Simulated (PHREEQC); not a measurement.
PHREEQC input (ion-association model, wateq4f.dat):

```
SOLUTION_MASTER_SPECIES
  An  An-  0  An  62.0  # stands for a non-complexing anion
SOLUTION_SPECIES
  An- = An-
    -log_k 0
    -gamma 3.0 0
PHASES
  Fix_H+
    H+ = H+
    -log_k 0
SOLUTION 1
  temp 25
  units mmol/kgw
  pH 7 charge
  S(6) 2.7
  Na 105.4
  An 100
END
SELECTED_OUTPUT 1
  -reset false
  -pH true
  -pe true
  -ionic_strength true
  -water true
  -totals Na S S(-2) S(6)
  -molalities Hfo_wOH Hfo_wOH2+ Hfo_wO- Hfo_sOH Hfo_sOH2+ Hfo_sO- Hfo_wSO4- Hfo_wOHSO4-2
  -saturation_indices Mirabilite
USER_PUNCH 1
  -headings sigma psi
  10 PUNCH EDL("sigma", "Hfo"), EDL("psi", "Hfo")
PRINT
  -reset false
USE solution 1
SURFACE 1
  Hfo_wOH 0.00966292 600 4.3
  Hfo_sOH 0.000241573
EQUILIBRIUM_PHASES 1
  Fix_H+ -4 HAn 10
    -force_equality true
  O2(g) -0.68 10
END
# ... the last block is repeated for the other 16 points of pH, with NaOH or the acid as the point needs
```

Selected output (columns that matter, 11 of 17 rows; pH added in front):

```
pH	mu	Na	S	m_Hfo_wOH	m_Hfo_wOH2+	m_Hfo_wO-	m_Hfo_sOH	m_Hfo_sOH2+	m_Hfo_sO-	m_Hfo_wSO4-	m_Hfo_wOHSO4-2	si_Mirabilite	sigma	psi
4	0.10769	0.1054	7.8505e-05	0.00024305	0.0067979	1.9907e-07	8.3383e-06	0.00023322	6.8296e-09	0.0024474	0.00017395	-5.696	0.15842	0.10904
4.75	0.10723	0.1054	0.00015794	0.00083741	0.0062806	2.5578e-06	2.8409e-05	0.00021307	8.6774e-08	0.0020094	0.00053261	-5.3903	0.12778	0.098491
5.12	0.10703	0.1054	0.00026631	0.0013363	0.0058858	6.9502e-06	4.4654e-05	0.00019668	2.3225e-07	0.0016768	0.00075683	-5.1629	0.1079	0.090278
5.88	0.10688	0.1054	0.0007755	0.0029207	0.0047767	4.091e-05	9.1175e-05	0.00014912	1.2771e-06	0.00086861	0.0010559	-4.6989	0.071188	0.070771
6.25	0.10695	0.1054	0.0011635	0.003984	0.0040526	8.9724e-05	0.00011843	0.00012047	2.6672e-06	0.00052006	0.0010164	-4.5232	0.057141	0.061084
7	0.10723	0.1054	0.0020199	0.0061742	0.0024526	0.00035607	0.00016604	6.5957e-05	9.5757e-06	0.00011325	0.0005668	-4.285	0.033887	0.040874
7.75	0.1073	0.1054	0.0025743	0.0072721	0.0013994	0.0008657	0.0001842	3.5447e-05	2.1928e-05	1.1095e-05	0.00011463	-4.1804	0.011478	0.015127
8.12	0.1072	0.1054	0.0026634	0.007389	0.0011421	0.0010952	0.00018543	2.866e-05	2.7484e-05	2.6433e-06	3.4003e-05	-4.1655	-0.00084484	-0.00113
8.88	0.10763	0.1062	0.0026977	0.0073144	0.00078512	0.0015611	0.0001829	1.9633e-05	3.9035e-05	1.1498e-07	2.1298e-06	-4.1547	-0.02991	-0.036722
9.25	0.10789	0.10669	0.0026993	0.007163	0.00062826	0.0018709	0.00017909	1.5707e-05	4.6775e-05	2.5057e-08	5.6798e-07	-4.1513	-0.047681	-0.053421
10	0.10863	0.1081	0.0026998	0.0064776	0.00033759	0.0028473	0.00016194	8.4399e-06	7.1182e-05	1.2012e-09	4.5823e-08	-4.1421	-0.096218	-0.084415
```
